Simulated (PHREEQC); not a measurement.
A solution holds 0.002 mol/kgw HF, 0.001 mol/kgw NaF, 0.16 mol/kgw H2SiF6 and 0.074 mol/kgw HCl, at 20 °C. Closed to the air; pH follows from the charge balance.

Model: ion-association model, phreeqc.dat, run in PHREEQC.

Problem. The ionic strength comes out as 0.550 mol/kgw. What activity coefficients do Cl-, Na+, HF2-, F-, SiF6-2 get?

Solution. Cl- 0.65, Na+ 0.72, HF2- 0.74, F- 0.63, SiF6-2 0.21.

Precipitation was switched off in this run. Saturation is exceeded, for instance for Quartz (slow to form), Chalcedony (slow to form); the values hold only as long as no solid forms. SiF6-2 is the database's only silicon fluoride.
